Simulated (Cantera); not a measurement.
Cantera run:

```python
import numpy as np
import cantera as ct

gas_names = """
    Ca CaCL CaCL2 Ca2 CL CL2 H HCL H2 N NH NH2 NH3 N2 N2H2 N2H4
""".split()
cond_names = """
    Ca(a) Ca(b) Ca(L) CaCL2(s) CaCL2(L) NH4CL(a) NH4CL(b)
""".split()


# ... load() reads the species with a 1 bar reference pressure and builds the phases ...
atoms = {
    'CaCl2': {'Ca': 1, 'CL': 2},
    'HCl': {'H': 1, 'CL': 1},
    'N2': {'N': 2},
}
top_T = {}  # K; cautious upper limits of use, not melting points


# ... equilibrate(T, P, feed) seeds the gas with the atoms and calls Mixture.equilibrate('TP', solver="vcs", rtol=1e-11, max_steps=5000) ...
results = []
feed = {'CaCl2': 1, 'HCl': 4.2, 'N2': 0.45}  # mol
P = 330  # Pa
for T in [1223, 1323, 1423, 1523, 1623, 1723, 1823, 1923, 2023, 2123]:
    mix = equilibrate(T, P, feed)
    results.append((T, P, feed, dict(zip(mix.species_names, mix.species_moles))))

top = {s: max(r[3][s] / sum(r[3][g] for g in gas_names) for r in results) for s in gas_names}
cols = sorted((s for s in top if top[s] > 0.0001), key=lambda s: -top[s])[:6]
seen = [c for c in cond_names if any(r[3].get(c, 0) > 1e-12 for r in results)]
print("log10 of partial pressures in bar; condensed amounts in mol")
print(f"{'T/K':>10s}" + "".join(f"{s[:9]:>10s}" for s in cols + seen))
for T, P, feed, n in results:
    ng = sum(n[g] for g in gas_names)
    print(f"{T:10.4g}" + "".join(f"{np.log10(max(n[s] / ng * P / 1e5, 1e-99)):10.3f}" for s in cols)
          + "".join(f"{n.get(c, 0):10.4g}" for c in seen))
```

It prints:

```
log10 of partial pressures in bar; condensed amounts in mol
       T/K       HCL     CaCL2        CL        N2        H2         H  CaCL2(L)
      1223    -2.527    -4.930    -5.984    -3.497    -6.261    -9.652    0.9834
      1323    -2.538    -4.049    -5.513    -3.508    -5.803    -8.701    0.8705
      1423    -2.599    -3.302    -5.143    -3.567    -5.440    -7.897    0.1718
      1523    -2.614    -3.235    -4.797    -3.581    -5.097    -7.185         0
      1623    -2.618    -3.236    -4.487    -3.582    -4.790    -6.556         0
      1723    -2.625    -3.238    -4.215    -3.584    -4.522    -6.000         0
      1823    -2.637    -3.241    -3.974    -3.588    -4.288    -5.507         0
      1923    -2.655    -3.246    -3.762    -3.592    -4.085    -5.068         0
      2023    -2.682    -3.253    -3.576    -3.600    -3.913    -4.678         0
      2123    -2.720    -3.264    -3.413    -3.610    -3.772    -4.331         0
```

Cantera equilibrium calculation (NASA polynomials, part measured and part estimated; ideal gas, pure solids and liquids).
